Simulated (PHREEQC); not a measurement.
Acid rinse or clean: speciation

Make-up at 70 °C: 0.0033 mol/kgw HBr, 0.00014 mol/kgw NaCl and 4.9e-05 mol/kgw KCl. Closed to the air; pH follows from the charge balance.

Model: ion-association model, wateq4f.dat, run in PHREEQC.

Each row changes one thing in this solution. This is a speciation only: nothing precipitates in the calculation.

```
case                                    pH  SI of Halite (NaCl)
------------------------------------  ----  -------------------
as made                               2.51                -9.31
temperature from 70 to 25 °C          2.51           (withheld)
HBr left out                          6.41           (withheld)
KCl from 4.9e-05 to 2.45e-05 mol/kgw  2.51           (withheld)
HBr from 0.0033 to 0.00066 mol/kgw    3.19                -9.28
```

Fill in the missing entries.


- temperature from 70 to 25 °C, SI of Halite (NaCl): -9.22
- HBr left out, SI of Halite (NaCl): -9.26
- KCl from 4.9e-05 to 2.45e-05 mol/kgw, SI of Halite (NaCl): -9.37

Away from 25 °C the constants follow the database's enthalpies or fits; those with neither stay at their 25 °C values.
